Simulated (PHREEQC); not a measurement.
## Acid rinse or clean (model solution)

Make-up at 25 °C: 0.0099 mol HF, 0.012 mol AlCl3 and 0.0165 mol CuCl2 per kg of water. Closed to the air; pH follows from the charge balance.

All values are PHREEQC results (ion-association model, phreeqc.dat), not measurements.

```yaml
pH: 2.09
ionic_strength: 0.101 mol/kgw
density: 1.000 g/cm³
total_alkalinity: -9.90 meq/kg
```

```
species  molality  activity   log γ
-------  --------  --------  ------
Cl-        0.0678    0.0520  -0.116
Cu+2       0.0154   0.00614  -0.398
H+        0.00989   0.00817  -0.083
AlF+2     0.00781   0.00301  -0.414
Al+3      0.00315  0.000559  -0.751
CuCl+     0.00112  0.000859  -0.114
AlF2+     0.00103  0.000814  -0.103
CuCl2     2.34e-5   2.40e-5   0.010
HF        6.45e-6   6.60e-6   0.010
AlF3      5.40e-6   5.52e-6   0.010
```

This is a speciation only: nothing precipitates in the calculation. Complexes and solids missing from the database can't appear. Fluoro complexes past AlF4- and FeF3 are missing from the database.
